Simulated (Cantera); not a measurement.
A closed system holds: 1 mol AlN, 270 mol H2, 0.52 mol N2, held at 800 K and 4.10 Pa.

Method: chemical equilibrium by Gibbs-energy minimisation in Cantera with the NASA 1993 tables (ideal gas, pure condensed phases). Candidate condensed phases: Al, AlN; 13 gas species. Rates play no part.

Base state: H2 0.998, N2 0.00192 (mole fractions); condensed: AlN(s).

Question: What changes in the equilibrium state with this change: AlN replaced by BN?

Answer: 
```json
[
 {"species": "H2", "before": "0.998", "after": "0.998"},
 {"species": "N2", "before": "0.00192", "after": "0.00192"},
 {"species": "AlN(s), mol", "before": "1.00", "after": "0"},
 {"species": "BN(s), mol", "before": "0", "after": "1.00"}
]
```
Further candidate phases: B, BN.
